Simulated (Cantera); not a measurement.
An isothermal, constant-pressure homogeneous reactor starts with N2O = 1 (molar parts), at 1523 K and 100000 Pa. Integrator tolerance rtol = 1e-08.

Model: GRI-Mech 3.0 (53 species, 325 reactions), integrated in Cantera. GRI-Mech 3.0 was tuned for natural gas; its chemistry of N2O as a main component is partial and can be far from experiment. The temperature is held fixed by assumption; the heat of reaction is taken as removed at once.

Problem. What does this change do: temperature 1523 to 1100 K?

Solution. 
| quantity | before | after |
|---|---|---|
| x(N2O) at 2.00 s | 6.61e-6 (gas-phase equilibrium 8.90e-8) | 0.814 (gas-phase equilibrium 6.84e-9) |
| x(NO) at 2.00 s | 0.140 (gas-phase equilibrium 0.00159) | 0.00816 (gas-phase equilibrium 9.90e-5) |
| x(O2) at 2.00 s | 0.263 (gas-phase equilibrium 0.333) | 0.0580 (gas-phase equilibrium 0.333) |
| x(O) at 2.00 s | 2.85e-6 (gas-phase equilibrium 3.20e-6) | 2.81e-7 (gas-phase equilibrium 1.45e-9) |
| x(N2) at 2.00 s | 0.597 (gas-phase equilibrium 0.666) | 0.120 (gas-phase equilibrium 0.667) |
The mechanism lacks the step 2 NO + O2 → 2 NO2, which can matter for NO2 below about 1400 K.

Problem. What does this change do: temperature 1523 to 1298 K?

Solution. 
```json
[
 {"quantity": "x(N2O) at 2.00 s", "before": "6.61e-6 (gas-phase equilibrium 8.90e-8)", "after": "0.00965 (gas-phase equilibrium 2.78e-8)"},
 {"quantity": "x(NO) at 2.00 s", "before": "0.140 (gas-phase equilibrium 0.00159)", "after": "0.0731 (gas-phase equilibrium 0.000455)"},
 {"quantity": "x(O2) at 2.00 s", "before": "0.263 (gas-phase equilibrium 0.333)", "after": "0.293 (gas-phase equilibrium 0.333)"},
 {"quantity": "x(O) at 2.00 s", "before": "2.85e-6 (gas-phase equilibrium 3.20e-6)", "after": "3.53e-7 (gas-phase equilibrium 9.91e-8)"},
 {"quantity": "x(N2) at 2.00 s", "before": "0.597 (gas-phase equilibrium 0.666)", "after": "0.624 (gas-phase equilibrium 0.666)"}
]
```
The mechanism lacks the step 2 NO + O2 → 2 NO2, which can matter for NO2 below about 1400 K.
